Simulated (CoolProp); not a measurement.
Carbonyl sulfide along the isotherm 217.9 K: density (kg/m³) from the reference equation and from simpler models built on Tc = 378.8 K, pc = 63.69 bar, ω = 0.098; each cubic takes its own stable root.

Values from CoolProp's reference Helmholtz-energy equation of state, Lemmon 2006. It is a short technical equation, of lower accuracy than the large ones.

| p (bar) | phase | reference | Redlich-Kwong | Soave-Redlich-Kwong | Peng-Robinson |
|---|---|---|---|---|---|
| 1.58 | liquid | 1185 | 1124 | 1126 | 1271 |
| 3.6 | liquid | 1186 | 1124 | 1127 | 1271 |
| 8.19 | liquid | 1186 | 1125 | 1127 | 1272 |
| 18.6 | liquid | 1188 | 1127 | 1129 | 1274 |
| 42.4 | liquid | 1191 | 1131 | 1134 | 1278 |
| 96.5 | liquid | 1199 | 1140 | 1142 | 1286 |
| 220 | liquid | 1214 | 1158 | 1160 | 1303 |
| 500 | liquid | 1244 | 1189 | 1191 | 1333 |
